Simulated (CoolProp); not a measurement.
The fluid at 293.15 K and 0.0653 MPa (gas) is heated at constant pressure to 428 K. The same conditions are run with several fluids, on thermodynamics alone (safety and materials aside).

Computed with CoolProp (reference Helmholtz-energy equation of state of each fluid (chloromethane (R40): Thol 2014; isobutane: Bücker 2006; chlorine: Thol 2021; ammonia: Gao 2020; R507A: Lemmon 2003)). Blends and air are pseudo-pure fits.

Question: Rank chloromethane (R40), isobutane, chlorine, ammonia, R507A by heat (kJ/kg), highest first.

Answer: ammonia (299), isobutane (265), R507A (131), chloromethane (R40) (122), chlorine (66.8)

```csv
fluid,final density (kg/m³)
chloromethane (R40),0.929
isobutane,1.07
chlorine,1.30
ammonia,0.313
R507A,1.82
```
